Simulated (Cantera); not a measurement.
Input: 1 mol TiO₂, 0.45 mol H₂, equilibrated at 777 °C and 750 Torr.

Cantera equilibrium calculation (NASA polynomials, part measured and part estimated; ideal gas, pure solids and liquids). Candidate condensed phases: H₂O, Ti, TiO, TiO₂, Ti₂O₃, Ti₃O₅, Ti₄O₇; 12 gas species. Mutual solubility and eutectic melting of coexisting phases are not modelled. Condensed phases not in the tables: Magnéli phases beyond Ti₄O₇. Equilibrium is a limit: real reactors are often held back by kinetics, nucleation or transport.

Base state: H₂ 1.000, H₂O 0.000158 (mole fractions); condensed: TiO₂(rutile) + Ti₄O₇(s).

Q: What changes in the equilibrium state with this change: TiO₂ replaced by CuO?

A: 
```
species              before     after
-----------------  --------  --------
H₂O                0.000158     0.999
O₂                    <1e-9  0.000591
H₂                    1.000   1.49e-8
TiO₂(rutile), mol     1.000         0
Ti₄O₇(s), mol       7.11e-5         0
CuO(s), mol               0    0.0989
Cu₂O(s), mol              0     0.451
```
Further candidate phases: Cu, CuO, Cu(OH)₂, Cu₂O.
